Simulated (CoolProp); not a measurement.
Computed with CoolProp (reference Helmholtz-energy equation of state, Thol 2018).

For hydrogen chloride, give the phase and the cp (kJ/(kg K)), cv (kJ/(kg K)) at 346.35 °C and 3.7 bar; 346.35 °C and 37 bar; 346.35 °C and 117 bar.


- 346.35 °C and 3.7 bar: gas; cp 0.816, cv 0.585
- 346.35 °C and 37 bar: gas; cp 0.847, cv 0.589
- 346.35 °C and 117 bar: supercritical; cp 0.921, cv 0.599
